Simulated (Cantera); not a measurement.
A closed system holds: 1 mol SiH₂Cl₂, 0.0083 mol C₂H₄, 11 mol H₂, equilibrated at 1.33 mbar.

These are equilibrium values from Cantera (NASA tables, ideal gas, pure condensed phases), not measurements of a reactor. Candidate condensed phases: C, C₆H₆, C₇H₈, C₈H₁₈, Si, SiC; 109 gas species. Mutual solubility and eutectic melting of coexisting phases are not modelled. Gases not in the tables: Si₂H₆ and higher silanes. Rates play no part.

Problem. Which condensed phases are stable at each of these points (T (°C)): 1402, 1502, 1602, 1702, 1802, 1902, 2002, 2102?

Solution. 
```csv
T (°C),condensed phases,Si condensed (%)
1402,Si(s) + SiC(s),57.2
1502,Si(l) + SiC(s),57.1
1602,Si(l) + SiC(s),51.3
1702,Si(l) + SiC(s),25.5
1802,gas only,0.0
1902,gas only,0.0
2002,gas only,0.0
2102,gas only,0.0
```

At 1402 °C the condensed part is Si(s) + SiC(s). From 1502 °C to 1702 °C the condensed part is Si(l) + SiC(s). From 1802 °C to 2102 °C nothing is condensed.
